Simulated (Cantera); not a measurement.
**Equilibrium for silicon carbide growth: Si(CH3)4 + CH4 + H2**

A closed system holds: 1 mol Si(CH3)4, 0.062 mol CH4, 2.4 mol H2, equilibrated at 750 Torr.

These are equilibrium values from Cantera (NASA tables, ideal gas, pure condensed phases), not measurements of a reactor. Candidate condensed phases: C, C6H6, C7H8, C8H18, Si, SiC; 87 gas species. Gases not in the tables: Si2H6 and higher silanes. Kinetics and transport are ignored.

```tsv
T (K)	x H2	x CH4	x H	x C2H2 (acetylene)	x CH3	n C(graphite)	n SiC(s)
1025	0.936	0.0643	4.21e-9	2.07e-9	5.09e-9	2.55	1.00
1125	0.973	0.0273	4.38e-8	2.23e-8	2.28e-8	2.84	1.00
1225	0.987	0.0128	3.10e-7	1.60e-7	7.72e-8	2.95	1.00
1325	0.993	0.00662	1.63e-6	8.45e-7	2.15e-7	3.01	1.00
1425	0.996	0.00374	6.81e-6	3.51e-6	5.14e-7	3.03	1.00
1525	0.998	0.00227	2.36e-5	1.21e-5	1.09e-6	3.04	1.00
1625	0.998	0.00147	7.05e-5	3.55e-5	2.11e-6	3.05	1.000
1725	0.999	0.000996	0.000186	9.20e-5	3.76e-6	3.05	1.000
1825	0.999	0.000707	0.000440	0.000214	6.29e-6	3.05	1.000
1925	0.998	0.000520	0.000955	0.000457	9.95e-6	3.05	1.000
2025	0.997	0.000395	0.00192	0.000902	1.50e-5	3.04	1.000
2125	0.994	0.000307	0.00362	0.00167	2.17e-5	3.03	1.000
```
x: gas mole fraction; n: condensed amount in mol.

From 1025 K to 2125 K the condensed part is C(graphite) + SiC(s).
